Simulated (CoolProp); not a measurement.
Vapour-liquid equilibrium of CH2F2 (R32) (1) + propane (2) at -14.45 °C; x and y are mole fractions of (1).

Model: multi-fluid Helmholtz-energy mixture model, Tillner-Roth 1997 and Lemmon 2009; pair parameters Bell 2016, in CoolProp.

| x | bubble pressure, mixture model (bar) | bubble pressure, Raoult's law (bar) | y, mixture model | y, Raoult's law |
|---|---|---|---|---|
| 0.05 | 4.216 | 3.072 | 0.303 | 0.081 |
| 0.2 | 6.069 | 3.373 | 0.544 | 0.295 |
| 0.35 | 6.593 | 3.674 | 0.601 | 0.474 |
| 0.5 | 6.718 | 3.975 | 0.621 | 0.626 |
| 0.65 | 6.743 | 4.276 | 0.636 | 0.757 |
| 0.8 | 6.628 | 4.577 | 0.677 | 0.870 |
| 0.95 | 5.758 | 4.878 | 0.841 | 0.970 |

The largest gap from Raoult's law is +79.9 % in bubble pressure, at x = 0.2. y crosses x between x = 0.5 and 0.65: the model has an azeotrope there.

Pair parameters are fitted to limited data, so mixtures are less certain than the pure fluids. With so large a gap from Raoult's law the liquid may split in two, which this calculation doesn't test in full.
